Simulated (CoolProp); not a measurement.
Vapour-liquid equilibrium of m-xylene (1) + n-nonane (2) at 75.85 °C; x and y are mole fractions of (1).

Model: multi-fluid Helmholtz-energy mixture model, Zhou 2012 and Lemmon 2006; pair parameters Bell 2016, in CoolProp.

| x | bubble pressure, mixture model (MPa) | bubble pressure, Raoult's law (MPa) | y, mixture model | y, Raoult's law |
|---|---|---|---|---|
| 0.05 | 0.008673 | 0.008384 | 0.106 | 0.077 |
| 0.15 | 0.009585 | 0.008853 | 0.270 | 0.218 |
| 0.25 | 0.01034 | 0.009322 | 0.393 | 0.344 |
| 0.35 | 0.01096 | 0.009792 | 0.492 | 0.459 |
| 0.45 | 0.01147 | 0.01026 | 0.575 | 0.563 |
| 0.55 | 0.01190 | 0.01073 | 0.650 | 0.658 |
| 0.65 | 0.01224 | 0.01120 | 0.721 | 0.745 |
| 0.75 | 0.01251 | 0.01167 | 0.792 | 0.825 |
| 0.85 | 0.01271 | 0.01214 | 0.868 | 0.899 |
| 0.95 | 0.01282 | 0.01261 | 0.952 | 0.968 |

The largest gap from Raoult's law is +11.9 % in bubble pressure, at x = 0.35. No azeotrope shows between x = 0.05 and 0.95.

The pair parameters rest on a limited set of measurements; away from them the model extrapolates.
